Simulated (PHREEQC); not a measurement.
## Acid mine or pickling water: an equilibrium model

A made-up water analysis in mmol/kgw, 55 °C, pH 2.27, pe 12.4: Na 76.6; K 0.0127; Ca 6.13; Mg 3.23; Cl 15.1; S(6) 49.2; Zn 0.462; Si 0.292; Ni 1.86; Cu(2) 1.01; Fe(3) 4.55.

Valence states are taken as typed.

The numbers come from PHREEQC with the ion-association model, wateq4f.dat.

```yaml
ionic_strength: 0.120 mol/kgw
total_alkalinity: -27.0 meq/kg
charge_balance_error: 11.4 %
```

```csv
species,molality,activity,log γ
Na+,0.0732,0.0556,-0.119
SO4-2,0.0239,0.00793,-0.479
Cl-,0.0150,0.0111,-0.131
HSO4-,0.0113,0.00854,-0.123
H+,0.00663,0.00537,-0.092
Ca+2,0.00351,0.00123,-0.454
NaSO4-,0.00343,0.00263,-0.115
FeSO4+,0.00332,0.00253,-0.119
CaSO4,0.00245,0.00252,0.012
MgSO4,0.00185,0.00190,0.012
Mg+2,0.00138,0.000508,-0.433
Ni+2,0.00113,0.000376,-0.478
NiSO4,0.000715,0.000735,0.012
Fe(SO4)2-,0.000642,0.000488,-0.119
Cu+2,0.000580,0.000210,-0.442
```

This is a speciation only: nothing precipitates in the calculation. The solution is supersaturated, for example in Jarosite-Na, Jarosite-K, so a real one may precipitate; this is no full list. Complexes and solids missing from the database can't appear. Away from 25 °C the constants follow the database's enthalpies or fits; those with neither stay at their 25 °C values.
